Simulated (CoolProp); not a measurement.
Properties of fluorine along the isobar 895 kPa (Tc = -128.7 °C, pc = 5240 kPa, ω = 0.045).

The numbers come from the reference Helmholtz-energy equation of state, de Reuck 1990 in CoolProp.

```json
[
 {"T (°C)": "-206.85", "phase": "liquid", "density (kg/m³)": "1627", "expansivity (1/kK)": "3.869", "fugacity coefficient": "0.006934"},
 {"T (°C)": "-191.25", "phase": "liquid", "density (kg/m³)": "1526", "expansivity (1/kK)": "4.472", "fugacity coefficient": "0.07813"},
 {"T (°C)": "-175.75", "phase": "liquid", "density (kg/m³)": "1413", "expansivity (1/kK)": "5.554", "fugacity coefficient": "0.3630"},
 {"T (°C)": "-160.15", "phase": "gas", "density (kg/m³)": "41.85", "expansivity (1/kK)": "13.79", "fugacity coefficient": "0.8806"},
 {"T (°C)": "-144.55", "phase": "gas", "density (kg/m³)": "34.81", "expansivity (1/kK)": "10.25", "fugacity coefficient": "0.9202"},
 {"T (°C)": "-128.95", "phase": "gas", "density (kg/m³)": "30.14", "expansivity (1/kK)": "8.372", "fugacity coefficient": "0.9442"},
 {"T (°C)": "-113.35", "phase": "gas", "density (kg/m³)": "26.72", "expansivity (1/kK)": "7.165", "fugacity coefficient": "0.9597"},
 {"T (°C)": "-97.85", "phase": "gas", "density (kg/m³)": "24.08", "expansivity (1/kK)": "6.312", "fugacity coefficient": "0.9700"},
 {"T (°C)": "-82.25", "phase": "gas", "density (kg/m³)": "21.93", "expansivity (1/kK)": "5.663", "fugacity coefficient": "0.9773"},
 {"T (°C)": "-66.65", "phase": "gas", "density (kg/m³)": "20.16", "expansivity (1/kK)": "5.150", "fugacity coefficient": "0.9826"},
 {"T (°C)": "-51.05", "phase": "gas", "density (kg/m³)": "18.67", "expansivity (1/kK)": "4.731", "fugacity coefficient": "0.9866"},
 {"T (°C)": "-35.45", "phase": "gas", "density (kg/m³)": "17.39", "expansivity (1/kK)": "4.381", "fugacity coefficient": "0.9896"},
 {"T (°C)": "-19.85", "phase": "gas", "density (kg/m³)": "16.28", "expansivity (1/kK)": "4.084", "fugacity coefficient": "0.9919"},
 {"T (°C)": "-4.35", "phase": "gas", "density (kg/m³)": "15.31", "expansivity (1/kK)": "3.828", "fugacity coefficient": "0.9938"},
 {"T (°C)": "11.25", "phase": "gas", "density (kg/m³)": "14.45", "expansivity (1/kK)": "3.603", "fugacity coefficient": "0.9953"},
 {"T (°C)": "26.85", "phase": "gas", "density (kg/m³)": "13.68", "expansivity (1/kK)": "3.404", "fugacity coefficient": "0.9965"}
]
```
